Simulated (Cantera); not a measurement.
**Thermodynamics of carbon deposition, reforming and gasification, feed toluene + CO2 + N2**

A closed system holds: 1 mol toluene, 0.033 mol CO2, 3.8 mol N2, held at 0.100 bar.

Cantera equilibrium calculation (NASA polynomials, part measured and part estimated; ideal gas, pure solids and liquids). Candidate condensed phases: C, C6H6, C7H8, C8H18, H2O; 136 gas species. Rates play no part.

```csv
T (°C),log p H2,log p N2,log p H,log p HCN,log p CO,n C(graphite)
1825,-1.30,-1.32,-3.16,-2.98,-3.08,6.87
1875,-1.31,-1.32,-3.03,-2.91,-3.08,6.85
1925,-1.31,-1.33,-2.91,-2.84,-3.08,6.82
1975,-1.31,-1.33,-2.79,-2.78,-3.08,6.80
2025,-1.32,-1.33,-2.68,-2.71,-3.08,6.77
2075,-1.32,-1.33,-2.57,-2.65,-3.08,6.73
2125,-1.33,-1.34,-2.47,-2.60,-3.08,6.69
2175,-1.34,-1.34,-2.37,-2.55,-3.09,6.65
2225,-1.35,-1.34,-2.28,-2.50,-3.09,6.60
2275,-1.36,-1.35,-2.19,-2.45,-3.09,6.55
2325,-1.38,-1.35,-2.11,-2.41,-3.09,6.49
2375,-1.39,-1.36,-2.03,-2.37,-3.10,6.43
```
log p: log10 of the partial pressure in bar; n: condensed amount in mol.

From 1825 °C to 2375 °C the condensed part is C(graphite). The main C-bearing gas is HCN throughout. The share of C in condensed phases is highest at 1825 °C (97.7 %) and lowest at 2375 °C (91.4 %).
